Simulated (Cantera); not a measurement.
A closed system holds: 1 mol B2O3, 0.78 mol O2, 6.1 mol H2, 19 mol NH3, held at 1125 °C and 0.490 bar.

Equilibrium computed with Cantera from the NASA thermochemical tables; the gas is ideal and each condensed phase is pure. Candidate condensed phases: B, BN, B2O3, B3O3H3, H2O; 39 gas species. Gases not in the tables: H3BO3. Rates play no part.

Base state: H2 0.748, N2 0.215, H2O 0.0341, HBO2 0.00242, (HBO2)3 2.69e-5, HBO 1.47e-5, NH3 1.27e-5 (mole fractions); condensed: B2O3(l).

Problem. What changes in the equilibrium state with this change: pressure from 0.490 bar to 9.60 mbar?

Solution. 
```
species        before     after
------------  -------  --------
H2              0.748     0.743
N2              0.215     0.214
H2O            0.0341    0.0274
HBO2          0.00242    0.0155
NH3           1.27e-5   2.45e-7
B2O3          4.68e-6  0.000239
(HBO2)3       2.69e-5   2.71e-6
HBO           1.47e-5  0.000116
H             5.85e-6   4.16e-5
B2O3(l), mol    0.944     0.643
```
